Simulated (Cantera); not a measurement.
An isothermal, constant-pressure homogeneous reactor starts with CH4 : CO2 = 1 : 1.5 (molar parts), at 1998 K and 6.71 atm.

Computed with Cantera and GRI-Mech 3.0 (53 species, 325 reactions).

One state of this run: x CH4 = 6.09e-7; x CO2 = 0.0270; x CH2CO = 3.36e-10; x CH2 = 1.66e-11; x O = 6.51e-9; x C2H6 = <1e-12; x C2H4 = 1.31e-11. x: mole fraction; the columns are a selection and need not sum to one.

Task: Which value of t (s) does it belong to?
A) 0.00618
B) 2.00e-5
C) 0.0259
D) 0.455

Result: D, 0.455
